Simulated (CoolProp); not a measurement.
A single-stage vapour-compression cycle with the fluid: evaporating at 259.15 K (dew point), condensing at 323.15 K (bubble point), superheat 10 K, subcooling 5 K, compressor efficiency 0.7, no pressure losses. The same conditions are run with several fluids, on thermodynamics alone (safety and materials aside).

Model: reference Helmholtz-energy equation of state of each fluid (R227EA: Lemmon 2016; fluoroethane (R161): Wu 2012; R410A: Lemmon 2003; trans-2-butene: Lemmon 2005; chloromethane (R40): Thol 2014; ammonia: Gao 2020), in CoolProp. Blends and air are pseudo-pure fits.

| fluid | cooling COP | pressure ratio | discharge temperature (K) | refrigerating effect (kJ/kg) | volumetric capacity (kJ/m³) |
|---|---|---|---|---|---|
| R227EA | 1.86 | 8.18 | 328.8 | 70.1 | 625 |
| fluoroethane (R161) | 2.15 | 6.47 | 381.3 | 278 | 1700 |
| R410A | 1.92 | 6.17 | 381.4 | 151 | 2720 |
| trans-2-butene | 2.28 | 8.72 | 356.9 | 298 | 424 |
| chloromethane (R40) | 2.25 | 7.33 | 441.4 | 331 | 1190 |
| ammonia | 2.17 | 8.25 | 489.7 | 1050 | 2060 |
